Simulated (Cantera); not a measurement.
An isothermal, constant-pressure homogeneous reactor starts with 20.8 % NO, 79.2 % N2, at 1925 K and 0.230 bar.

Detailed kinetics in Cantera: GRI-Mech 3.0 (53 species, 325 reactions).

Task: Predict: x(NO) at 80.0 s; x(O2) at 80.0 s; x(O) at 80.0 s; x(N2O) at 80.0 s; x(NO2) at 80.0 s; x(N2) at 80.0 s.

Result: 
| Item | Value |
|---|---|
| x(NO) at 80.0 s | 0.00486 (gas-phase equilibrium 0.00460) |
| x(O2) at 80.0 s | 0.102 (gas-phase equilibrium 0.102) |
| x(O) at 80.0 s | 0.000246 (gas-phase equilibrium 0.000246) |
| x(N2O) at 80.0 s | 1.34e-7 (gas-phase equilibrium 1.33e-7) |
| x(NO2) at 80.0 s | 3.18e-6 (gas-phase equilibrium 3.01e-6) |
| x(N2) at 80.0 s | 0.893 (gas-phase equilibrium 0.893) |
